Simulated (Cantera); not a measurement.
**Ignition delay**

Mixture: 6.93 % CH₄, 19.6 % O₂, 73.5 % N₂, equivalence ratio 0.71, at 0.640 bar, adiabatic and at constant volume. Ignition delay is the time to a rise of 400 K.

Computed with Cantera and GRI-Mech 3.0 (53 species, 325 reactions).

```csv
T0 (K),delay (ms)
1225,37.1
1275,18.5
1325,9.66
1375,5.26
1425,3.00
1475,1.79
1525,1.12
1575,0.732
```

```
Property                                                Result
--------------------------------------------------  ----------
apparent activation energy between 1475 and 1575 K  170 kJ/mol
```
